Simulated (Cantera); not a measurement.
A diamond (100) surface in a fixed gas of H2 with x(CH4) = 0.0035, x(CH3) = 0.0012, at 1248 K, 4900 Pa; coverages are run to steady state.

Cantera simulation using the Harris–Goodwin 1993 mechanism for the reconstructed diamond (100) surface; the numbers are that mechanism's predictions, not measurements.

θ: site fractions in the mechanism's names (c6HH fully hydrogenated, c6H* and c6*H radical sites, c6** diradical, c6HM methylated).

| x(H) | growth (µm/h) | θ c6HH | θ c6H* | θ c6*H | θ c6** | θ c6HM |
|---|---|---|---|---|---|---|
| 0.0001 | 0.455 | 0.628 | 0.0277 | 0.324 | 0.00334 | 0.00337 |
| 0.00024 | 1.41 | 0.524 | 0.0352 | 0.411 | 0.00814 | 0.00461 |
| 0.00059 | 3.33 | 0.459 | 0.0396 | 0.463 | 0.0160 | 0.00578 |
| 0.0014 | 6.27 | 0.427 | 0.0417 | 0.487 | 0.0244 | 0.00663 |
| 0.0035 | 11.2 | 0.412 | 0.0426 | 0.498 | 0.0313 | 0.00692 |
| 0.0086 | 19.6 | 0.406 | 0.0431 | 0.503 | 0.0352 | 0.00637 |
| 0.021 | 32.4 | 0.404 | 0.0435 | 0.506 | 0.0372 | 0.00500 |
| 0.051 | ___ | 0.404 | 0.0440 | 0.508 | 0.0382 | ___ |
| 0.12 | ___ | 0.405 | 0.0448 | 0.508 | 0.0389 | ___ |

Question: Complete the blanks.

Answer: 
- 0.051, growth (µm/h): 47.5
- 0.051, θ c6HM: 0.00323
- 0.12, growth (µm/h): 59.7
- 0.12, θ c6HM: 0.00178
